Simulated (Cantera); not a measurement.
Charge: 1 mol (CH₃)₂SiCl₂, 0.29 mol C₃H₈, 340 mol H₂, equilibrated at 1325 K and 0.190 bar.

Method: chemical equilibrium by Gibbs-energy minimisation in Cantera with the NASA 1993 tables (ideal gas, pure condensed phases). Candidate condensed phases: C, C₆H₆, C₇H₈, C₈H₁₈, Si, SiC; 109 gas species. The feed counts by its element totals alone. Rates play no part.

**Question.** What is the equilibrium state?

**Answer.** 
| Property | Value |
|---|---|
| x(H₂) | 0.993 |
| x(HCl) | 0.00580 |
| x(CH₄) | 0.00126 |
| x(H) | 3.74e-6 |
| n(C(graphite)) | 1.44 mol |
| n(SiC(s)) | 1.000 mol |
| gas amount | 344.7 mol |
| log10 activity of Si(s) (absent) | -2.47 |
